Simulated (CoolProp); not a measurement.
Vapour-liquid equilibrium of CH2F2 (R32) (1) + R1234yf (2) at 183.8 K; x and y are mole fractions of (1).

Computed with CoolProp (multi-fluid Helmholtz-energy mixture model, Tillner-Roth 1997 and Lemmon 2022; pair parameters Bell 2023).

| x | bubble pressure, mixture model (bar) | bubble pressure, Raoult's law (bar) | y, mixture model | y, Raoult's law |
|---|---|---|---|---|
| 0.05 | 0.03338 | 0.02893 | 0.272 | 0.161 |
| 0.125 | (withheld) | 0.03402 | 0.493 | 0.343 |
| 0.2 | 0.05400 | 0.03910 | 0.615 | 0.477 |
| 0.275 | 0.06214 | 0.04419 | 0.690 | 0.581 |
| 0.35 | (withheld) | 0.04927 | 0.741 | 0.663 |
| 0.425 | 0.07406 | 0.05436 | 0.777 | 0.730 |
| 0.5 | 0.07825 | 0.05944 | 0.804 | 0.785 |
| 0.575 | 0.08159 | 0.06453 | 0.827 | 0.832 |
| 0.65 | (withheld) | 0.06961 | 0.847 | 0.872 |
| 0.725 | 0.08675 | 0.07470 | (withheld) | 0.906 |
| 0.8 | 0.08895 | 0.07978 | 0.890 | 0.936 |
| 0.875 | (withheld) | 0.08487 | 0.920 | 0.962 |
| 0.95 | 0.09264 | 0.08995 | 0.961 | 0.986 |

Problem. Fill in the missing entries.

Solution. 
- 0.125, bubble pressure, mixture model (bar): 0.04435
- 0.35, bubble pressure, mixture model (bar): 0.06877
- 0.65, bubble pressure, mixture model (bar): 0.08435
- 0.725, y, mixture model: 0.867
- 0.875, bubble pressure, mixture model (bar): 0.09096

The largest gap from Raoult's law is +40.6 % in bubble pressure, at x = 0.275. No azeotrope shows between x = 0.05 and 0.95.

The pair parameters rest on a limited set of measurements; away from them the model extrapolates.
